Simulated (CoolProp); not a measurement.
Values from CoolProp's reference Helmholtz-energy equation of state, Wagner 2002.

Q: For water, give the phase and the viscosity (µPa s) at 491.25 °C and 8.31 bar.

A: 
- 491.25 °C and 8.31 bar: gas; viscosity 28.2

Viscosity comes from a separate model (Huber 2009).
